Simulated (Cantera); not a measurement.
Equilibrium for carbothermic reduction: Cu2O + CO + CH4

A closed system holds: 1 mol Cu2O, 1.1 mol CO, 4.2 mol CH4, held at 1802 °C.

Method: chemical equilibrium by Gibbs-energy minimisation in Cantera with the NASA 1993 tables (ideal gas, pure condensed phases). Candidate condensed phases: C, C6H6, C7H8, C8H18, Cu, CuO, Cu(OH)2, Cu2O, H2O; 113 gas species. Rates play no part.

```tsv
P (Pa)	x H2	x CO	x H	x Cu	n C(graphite)	n Cu(l)
10	0.512	0.152	0.191	0.145	3.18	0
42	0.588	0.160	0.0997	0.152	3.18	0
180	0.630	0.164	0.0498	0.156	3.18	0
750	0.651	0.166	0.0248	0.158	3.18	0
3200	0.661	0.167	0.0121	0.158	3.18	0
13000	0.741	0.186	0.00636	0.0648	3.18	1.26
56000	0.784	0.197	0.00315	0.0150	3.18	1.84
240000	0.794	0.199	0.00153	0.00351	3.17	1.96
1000000	0.795	0.200	0.000751	0.000842	3.16	1.99
```
x: gas mole fraction; n: condensed amount in mol.

From 0.000100 bar to 0.0320 bar the condensed part is C(graphite). From 0.130 bar to 10.0 bar the condensed part is C(graphite) + Cu(l). The main Cu-bearing gas is Cu throughout.
